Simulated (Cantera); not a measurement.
A Cantera script and its output.

```python
import numpy as np
import cantera as ct

gas = ct.Solution("gri30.yaml")
gas.TPX = 325, 25000, {'CO': 1, 'H2': 0.26, 'CH4': 0.97, 'O2': 2.57, 'N2': 9.66}
flame = ct.FreeFlame(gas, width=0.11)
flame.set_refine_criteria(ratio=3, slope=0.08, curve=0.16)
flame.transport_model = "mixture-averaged"
flame.solve(loglevel=0, auto=True)
z, T = flame.grid, flame.T
thick = (T[-1] - T[0]) / np.gradient(T, z).max()
show = ['CO', 'H2', 'CH4', 'CH2', 'HCO', 'CO2']
print(f"laminar burning velocity  {flame.velocity[0] * 100:.3f} cm/s")
print(f"burnt temperature         {T[-1]:.1f} K")
print(f"thermal thickness         {thick * 1e3:.4f} mm")
print(f"grid points               {len(z)}")
z0 = z[flame.heat_release_rate.argmax()]
print(f"{'z/mm':>9s}{'T/K':>9s}{'u/(m/s)':>9s}" + "".join(f"{s:>11s}" for s in show))
rows = []
for k in (-3, -2, -1.5, -1, -0.5, -0.25, 0, 0.25, 0.5, 1, 2, 4, 8):
    zz = z0 + k * thick
    rows.append([k * thick, np.interp(zz, z, T), np.interp(zz, z, flame.velocity),
                 *(np.interp(zz, z, flame.X[gas.species_index(s)]) for s in show)])
    print(f"{rows[-1][0] * 1e3:9.3f}{rows[-1][1]:9.1f}{rows[-1][2]:9.3f}" + "".join(f"{x:11.3e}" for x in rows[-1][3:]))
```

Result:

```
laminar burning velocity  82.545 cm/s
burnt temperature         2247.3 K
thermal thickness         1.2428 mm
grid points               172
     z/mm      T/K  u/(m/s)         CO         H2        CH4        CH2        HCO        CO2
   -3.728    325.0    0.825  6.915e-02  1.803e-02  6.708e-02  7.624e-23  1.100e-19  1.283e-09
   -2.486    325.1    0.826  6.914e-02  1.821e-02  6.706e-02  8.760e-20  7.894e-18  4.361e-08
   -1.864    325.6    0.827  6.911e-02  1.858e-02  6.702e-02  4.310e-17  7.457e-16  7.368e-07
   -1.243    336.4    0.856  6.904e-02  1.979e-02  6.661e-02  3.211e-12  4.441e-12  4.044e-05
   -0.621    622.2    1.596  7.089e-02  2.327e-02  5.644e-02  2.079e-07  1.512e-07  3.245e-03
   -0.311   1041.2    2.693  7.907e-02  2.530e-02  3.556e-02  3.785e-06  7.464e-06  1.144e-02
    0.000   1469.7    3.825  8.880e-02  2.406e-02  9.576e-03  2.332e-05  6.132e-05  2.788e-02
    0.311   1645.9    4.277  8.167e-02  1.790e-02  8.242e-04  5.397e-06  2.007e-05  4.750e-02
    0.621   1693.3    4.378  6.843e-02  1.458e-02  3.555e-05  2.814e-07  1.280e-06  6.348e-02
    1.243   1741.8    4.468  5.274e-02  1.429e-02  7.302e-08  7.182e-10  6.307e-08  8.126e-02
    2.486   1799.6    4.587  4.421e-02  1.453e-02  8.549e-12  1.102e-13  4.416e-08  9.111e-02
    4.971   1872.3    4.748  4.146e-02  1.352e-02  1.291e-16  1.013e-16  3.144e-08  9.462e-02
    9.942   1958.6    4.937  3.874e-02  1.175e-02  3.566e-17  5.769e-17  1.951e-08  9.816e-02
```

Computed with Cantera and GRI-Mech 3.0 (53 species, 325 reactions). Burning velocities carry a grid error of a few per cent, more on coarse grids.
